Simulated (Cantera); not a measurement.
Input: 1 mol Si, 0.025 mol CO2, 51 mol N2, at 1350 °C and 210 Pa.

Cantera equilibrium calculation (NASA polynomials, part measured and part estimated; ideal gas, pure solids and liquids). Candidate condensed phases: C, Si, SiC, SiO2, Si2N2O, Si3N4; 34 gas species. Mutual solubility and eutectic melting of coexisting phases are not modelled. Equilibrium is a limit: real reactors are often held back by kinetics, nucleation or transport.

Base state: N2 0.999, SiO 0.000748, CO 0.000244, Si 2.64e-5 (mole fractions); condensed: SiC(s) + Si3N4(s).

Question: What changes in the equilibrium state with this change: Si replaced by Pb?

Answer: 
| species | before | after |
|---|---|---|
| N2 | 0.999 | 0.980 |
| Pb | 0 | 0.0191 |
| CO2 | <1e-9 | 0.000345 |
| SiO | 0.000748 | 0 |
| PbO | 0 | 0.000122 |
| Si | 2.64e-5 | 0 |
| CO | 0.000244 | 0.000135 |
| SiC(s), mol | 0.0127 | 0 |
| Si3N4(s), mol | 0.316 | 0 |
Further candidate phases: Pb, PbO, PbO2, Pb3O4.

Question: What changes in the equilibrium state with this change: CO2 from 0.025 to 0.2 mol?

Answer: 
```csv
species,before,after
N2,0.999,0.995
SiO,0.000748,0.00387
CO,0.000244,0.00126
Si,2.64e-5,2.65e-5
"SiC(s), mol",0.0127,0.136
"Si3N4(s), mol",0.316,0.129
"Si2N2O(s), mol",0,0.139
```
